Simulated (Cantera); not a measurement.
Pyrogenic steam for wet oxidation

An isothermal, constant-pressure homogeneous reactor starts with 22.4 % H2, 13.2 % O2, 64.5 % N2, equivalence ratio 0.85, at 1225 K and 128 Torr.

Detailed kinetics in Cantera: GRI-Mech 3.0 (53 species, 325 reactions). The temperature is held fixed by assumption; the heat of reaction is taken as removed at once.

```
t (s)         x H2    x O2       x H     x N2O     x NO
--------  --------  ------  --------  --------  -------
3.00e-5      0.224   0.132   3.89e-8    <1e-12   <1e-12
8.35e-5      0.224   0.132   1.39e-6    <1e-12   <1e-12
0.000232     0.195   0.120    0.0165  4.89e-10  7.38e-9
0.000646    0.0234  0.0394    0.0480   1.23e-8  9.48e-6
0.00180    0.00965  0.0274   0.00874   1.73e-8  1.34e-5
0.00500    0.00210  0.0230  0.000725   2.75e-8  1.39e-5
0.0139    0.000284  0.0223   3.34e-5   3.85e-8  1.39e-5
0.0387     3.71e-5  0.0222   1.64e-6   4.46e-8  1.38e-5
0.108      6.35e-6  0.0222   1.26e-7   4.72e-8  1.38e-5
0.300      1.49e-6  0.0222   1.53e-8   4.74e-8  1.39e-5
0.834      4.39e-7  0.0222   2.54e-9   4.43e-8  1.39e-5
2.32       1.63e-7  0.0222  5.80e-10   3.47e-8  1.39e-5
6.46       9.45e-8  0.0222  2.54e-10   1.73e-8  1.39e-5
18.0       8.73e-8  0.0222  2.25e-10   3.78e-9  1.39e-5
50.0       8.72e-8  0.0222  2.25e-10   2.02e-9  1.39e-5
```
x: mole fraction; the columns are a selection and need not sum to one.

Equilibrium at this temperature and pressure: H2 8.73e-8, O2 0.0222, H 2.25e-10, N2O 2.02e-9, NO 7.40e-5 (gas phase only).
